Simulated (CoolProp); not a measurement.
Vapour pressure (MPa) of n-pentane: the reference equation beside estimates from Tc = 469.7 K, pc = 3.368 MPa, ω = 0.251. Clausius-Clapeyron is anchored at 292 K with a constant enthalpy of vaporisation of 26.77 kJ/mol.

The numbers come from the reference Helmholtz-energy equation of state, Thol 2019 in CoolProp.

| T (K) | reference | Lee-Kesler | Clausius-Clapeyron | Redlich-Kwong | Soave-Redlich-Kwong | Peng-Robinson |
|---|---|---|---|---|---|---|
| 235 | 0.003071 | 0.002887 | 0.003728 | 0.007672 | 0.002964 | 0.003197 |
| 254 | 0.009459 | ___ | ___ | 0.02116 | 0.009198 | 0.009661 |
| 273 | 0.02429 | 0.02353 | 0.02511 | 0.04899 | 0.02380 | 0.02451 |
| 292 | 0.05410 | 0.05313 | 0.05410 | 0.09914 | 0.05340 | 0.05419 |
| 311 | 0.1077 | 0.1069 | 0.1061 | 0.1808 | 0.1070 | 0.1074 |
| 330 | 0.1958 | 0.1959 | 0.1926 | 0.3037 | 0.1958 | 0.1950 |
| 349 | 0.3310 | 0.3326 | 0.3276 | 0.4778 | 0.3327 | 0.3298 |
| 368 | 0.5273 | 0.5307 | ___ | 0.7126 | 0.5324 | 0.5261 |
| 387 | 0.8001 | ___ | 0.8107 | 1.018 | 0.8107 | 0.8001 |
| 406 | 1.166 | 1.171 | 1.197 | 1.401 | 1.184 | 1.169 |
| 425 | ___ | 1.649 | 1.706 | 1.872 | 1.671 | 1.653 |

Question: Fill in the missing entries.

Answer: 
- 254, Lee-Kesler: 0.009025
- 254, Clausius-Clapeyron: 0.01039
- 368, Clausius-Clapeyron: 0.5276
- 387, Lee-Kesler: 0.8048
- 425, reference: 1.644

Absolute difference from the reference over all 11 rows, mean and median: Lee-Kesler 1.7 and 0.6 %, Clausius-Clapeyron 4.2 and 1.6 %, Redlich-Kwong 65.7 and 55.1 %, Soave-Redlich-Kwong 1.5 and 1.3 %, Peng-Robinson 0.9 and 0.4 %.
